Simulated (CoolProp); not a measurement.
Saturation properties of isopentane (Tc = 460.3 K, pc = 3.378 MPa, ω = 0.227).

Model: reference Helmholtz-energy equation of state, Lemmon 2006, in CoolProp. It is a short technical equation, of lower accuracy than the large ones.

```
T (K)  p (MPa)  vapour density (kg/m³)
-----  -------  ----------------------
286.6  0.05989                   1.870
295.1  0.08231                   2.516
303.5   0.1105                   3.314
312     0.1461                   4.308
320.4   0.1894                   5.505
328.8   0.2419                   6.946
337.3   0.3057                   8.689
345.7   0.3804                   10.74
354.2   0.4692                   13.18
362.6   0.5714                   16.03
371.1   0.6908                   19.41
379.5   0.8260                   23.33
```

It boils at 301.0 K under 1 atm.
